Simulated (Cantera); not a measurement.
A jet of 8.40 % CH4, 17.0 % O2, 74.6 % N2, equivalence ratio 0.99 at 300 K and 0.140 bar hits a platinum plate 7.5 cm away at a mass flux of 0.054 kg/m²/s; the plate temperature is set and raised in steps from an oxygen-covered start.

Computed with Cantera and Deutschmann's 1995 Pt surface mechanism with GRI-Mech 3.0 gas chemistry. Catalytic surfaces can have several steady states; this one follows from the mechanism file's or the stated starting coverage.

x: mole fraction at the wall; θ: surface coverage.

```
plate T (K)  wall x CH4  wall x O2  wall x H2O  wall x OH  wall x CO  wall x CO2  θ free Pt      θ O*    θ OH*    θ CO*
-----------  ----------  ---------  ----------  ---------  ---------  ----------  ---------  --------  -------  -------
850              0.0626      0.124      0.0406    1.21e-8    1.60e-5      0.0266      0.123     0.875  0.00206  3.20e-5
900              0.0411     0.0775      0.0807    4.36e-8    1.59e-5      0.0534      0.203     0.794  0.00284  3.11e-5
950                 [?]        [?]         [?]        [?]        [?]         [?]        [?]       [?]  0.00319      [?]
1000             0.0114     0.0151       0.135    3.15e-7    1.09e-5      0.0903      0.457     0.540  0.00308  1.91e-5
1050            0.00241    0.00154       0.150    1.02e-8     0.0106      0.0890      0.960  0.000144  6.55e-5   0.0390
1100            0.00237    0.00155       0.149    2.59e-8     0.0102      0.0896      0.979  0.000167  6.09e-5   0.0197
1150            0.00238    0.00159       0.148        [?]        [?]      0.0906      0.989       [?]  5.89e-5      [?]
1200            0.00241    0.00165       0.147    1.49e-7    0.00800      0.0920      0.994  0.000269  5.89e-5  0.00489
```

Problem. What belongs in the gaps?

Solution. 
- 950, wall x CH4: 0.0224
- 950, wall x O2: 0.0380
- 950, wall x H2O: 0.115
- 950, wall x OH: 1.32e-7
- 950, wall x CO: 1.33e-5
- 950, wall x CO2: 0.0767
- 950, θ free Pt: 0.314
- 950, θ O*: 0.683
- 950, θ CO*: 2.48e-5
- 1150, wall x OH: 6.33e-8
- 1150, wall x CO: 0.00923
- 1150, θ O*: 0.000207
- 1150, θ CO*: 0.00985
